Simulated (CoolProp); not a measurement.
A single-stage vapour-compression cycle with cyclopropane: evaporating at 293.15 K (dew point), condensing at 326.15 K (bubble point), superheat 8 K, subcooling 2 K, compressor efficiency 0.65, no pressure losses. Each further row changes one setting.

The numbers come from the reference Helmholtz-energy equation of state, Polt 1992 in CoolProp. This equation is an older, rougher fit; its heat capacities, sound speeds and derivatives of the liquid may be far off and weren't checked against measurements.

```tsv
case	cooling COP	pressure ratio	discharge temperature (K)	refrigerating effect (kJ/kg)	volumetric capacity (kJ/m³)
as stated	4.99	2.28	356.3	350	4160
evaporating temperature 298.15 K	6.09	1.99	?	?	4810
condensing temperature 321.15 K	6.02	2.04	?	362	4300
subcooling 7 K	5.17	2.28	356.3	362	4300
superheat 18 K	4.98	2.28	366.2	365	4150
compressor efficiency 0.55	4.23	2.28	?	350	4160
```

### Question
Some entries are withheld; supply them.

### Answer

- evaporating temperature 298.15 K, discharge temperature (K): 352.4
- evaporating temperature 298.15 K, refrigerating effect (kJ/kg): 354
- condensing temperature 321.15 K, discharge temperature (K): 348.8
- compressor efficiency 0.55, discharge temperature (K): 362.9
